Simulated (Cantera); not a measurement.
Input: 1 mol Si, 1.5 mol H₂, held at 143 Torr.

Method: chemical equilibrium by Gibbs-energy minimisation in Cantera with the NASA 1993 tables (ideal gas, pure condensed phases). Candidate condensed phases: Si; 9 gas species. Gases not in the tables: Si₂H₆ and higher silanes. The numbers say what is thermodynamically allowed, not how fast it happens.

Q: Which condensed phases are stable at each of these points (T (K)): 500, 700, 900, 1100, 1300, 1500, 1700?

A: 
| T (K) | condensed phases | Si condensed (%) |
|---|---|---|
| 500 | Si(s) | 100.0 |
| 700 | Si(s) | 100.0 |
| 900 | Si(s) | 100.0 |
| 1100 | Si(s) | 100.0 |
| 1300 | Si(s) | 100.0 |
| 1500 | Si(s) | 100.0 |
| 1700 | Si(l) | 100.0 |

From 500 K to 1500 K the condensed part is Si(s). At 1700 K the condensed part is Si(l).
